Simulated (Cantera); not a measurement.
Feed: 1 mol SiH4, 0.17 mol NH3, 0.57 mol H2, 95 mol N2, equilibrated at 24.0 mbar.

Equilibrium computed with Cantera from the NASA thermochemical tables; the gas is ideal and each condensed phase is pure. Candidate condensed phases: Si, Si3N4; 18 gas species. The numbers say what is thermodynamically allowed, not how fast it happens.

Q: What share of the Si ends up in condensed phases as a function of T (K), at 1700, 1725, 1750, 1775, 1800, 1825, 1850, 1875, 1900, 1925, 1950?

A: 
```csv
T (K),Si condensed (%),as
1700,99.9,Si3N4(s)
1725,99.9,Si3N4(s)
1750,99.8,Si3N4(s)
1775,99.6,Si3N4(s)
1800,99.2,Si3N4(s)
1825,98.4,Si3N4(s)
1850,97.1,Si3N4(s)
1875,95.3,Si(l)
1900,93.6,Si(l)
1925,91.3,Si(l)
1950,88.2,Si(l)
```
